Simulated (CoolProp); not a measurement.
Properties of carbonyl sulfide at several states (Tc = 378.8 K, pc = 6.369 MPa, ω = 0.098).

Computed with CoolProp (reference Helmholtz-energy equation of state, Lemmon 2006). It is a short technical equation, of lower accuracy than the large ones.

```
T (K)  p (MPa)   phase  cp (kJ/(kg K))  expansivity (1/kK)
-----  -------  ------  --------------  ------------------
495.8   0.0138     gas               …               2.019
180.3     1.56  liquid           1.164               1.565
446.1    0.189     gas               …               2.285
582.3    0.137     gas               …               1.729
598.7     1.08     gas          0.8647               1.751
457.5   0.0921     gas               …               2.205
```

Task: Fill in the missing entries.

Result: 
- 495.8, cp (kJ/(kg K)): 0.8124
- 446.1, cp (kJ/(kg K)): 0.7935
- 582.3, cp (kJ/(kg K)): 0.8482
- 457.5, cp (kJ/(kg K)): 0.7964
